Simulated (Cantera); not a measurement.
Feed: 1 mol S, 1.5 mol H₂O, 31 mol N₂, at 775 K and 1330 Pa.

Method: chemical equilibrium by Gibbs-energy minimisation in Cantera with the NASA 1993 tables (ideal gas, pure condensed phases). Candidate condensed phases: H₂O, H₂SO₄, S; 35 gas species. Gases not in the tables: S₃ to S₇. Rates play no part.

Base state: N₂ 0.941, H₂O 0.0387, S₂ 0.0101, H₂S 0.00664, SO₂ 0.00339, H₂ 0.000186, S₂O 4.22e-5 (mole fractions); condensed: gas only.

### Question
What changes in the equilibrium state with this change: S replaced by HCl?

### Answer
| species | before | after |
|---|---|---|
| N₂ | 0.941 | 0.925 |
| H₂O | 0.0387 | 0.0448 |
| HCl | 0 | 0.0299 |
| S₂ | 0.0101 | 0 |
| H₂S | 0.00664 | 0 |
| SO₂ | 0.00339 | 0 |
| S₂O | 4.22e-5 | 0 |
Further candidate phases: NH₄Cl.

### Question
What changes in the equilibrium state with this change: S replaced by N₂O?

### Answer
| species | before | after |
|---|---|---|
| N₂ | 0.941 | 0.941 |
| H₂O | 0.0387 | 0.0441 |
| O₂ | <1e-9 | 0.0147 |
| S₂ | 0.0101 | 0 |
| H₂S | 0.00664 | 0 |
| SO₂ | 0.00339 | 0 |
| H₂ | 0.000186 | <1e-9 |
| S₂O | 4.22e-5 | 0 |
